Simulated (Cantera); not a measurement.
## Thermodynamics of carbon deposition, reforming and gasification, feed C₂H₂ + H₂

Input: 1 mol C₂H₂, 0.49 mol H₂, held at 10.0 mbar.

Cantera equilibrium calculation (NASA polynomials, part measured and part estimated; ideal gas, pure solids and liquids). Candidate condensed phases: C, C₆H₆, C₇H₈, C₈H₁₈; 76 gas species. Rates play no part.

From 975 K to 2975 K the condensed part is C(graphite). The main C-bearing gas is CH₄ at 975 K and C₃ at 2975 K.

```
T (K)  log p H₂  log p H  log p C₃  log p C₂H₂ (acetylene)  log p C₂H  log p C  n C(graphite)
-----  --------  -------  --------  ----------------------  ---------  -------  -------------
975       -2.00    -9.94      <-14                  -11.24       <-14     <-14           2.00
1175      -2.00    -7.91      <-14                   -9.20       <-14     <-14           2.00
1375      -2.00    -6.47      <-14                   -7.75       <-14     <-14           2.00
1575      -2.00    -5.38      <-14                   -6.68     -12.59     <-14           2.00
1775      -2.00    -4.54    -13.28                   -5.85     -10.49   -12.89           2.00
1975      -2.01    -3.87    -10.83                   -5.19      -8.82   -10.75           2.00
2175      -2.02    -3.32     -8.84                   -4.67      -7.46    -9.01           1.99
2375      -2.06    -2.88     -7.19                   -4.27      -6.35    -7.56           1.98
2575      -2.16    -2.54     -5.81                   -3.99      -5.45    -6.34           1.96
2775      -2.33    -2.29     -4.64                   -3.84      -4.72    -5.30           1.92
2975      -2.63    -2.15     -3.62                   -3.86      -4.17    -4.40           1.69
```
log p: log10 of the partial pressure in bar; n: condensed amount in mol.
